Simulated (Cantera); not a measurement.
Mixture: CH4 : H2 : O2 : N2 = 1 : 0.11 : 1.08 : 3.79 (molar parts), at 5.00 bar, adiabatic and at constant volume. Ignition delay is the time to a rise of 400 K.

Cantera simulation using GRI-Mech 3.0 (53 species, 325 reactions); the numbers are that mechanism's predictions, not measurements. Below about 1000 K GRI-Mech 3.0 lacks low-temperature oxidation paths. Below about 950 K walls govern HO2 and H2O2 in real vessels.

Problem. What does this change do: CH4 1 to 0.75 parts?

Solution. 
```
quantity                                                before       after
--------------------------------------------------  ----------  ----------
delay at 923 K                                         0.109 s     0.113 s
delay at 1023 K                                        19.0 ms     14.4 ms
delay at 1123 K                                        7.26 ms     4.81 ms
delay at 1223 K                                        3.02 ms     2.02 ms
delay at 1323 K                                        1.21 ms    0.838 ms
apparent activation energy between 1273 and 1373 K  130 kJ/mol  130 kJ/mol
```
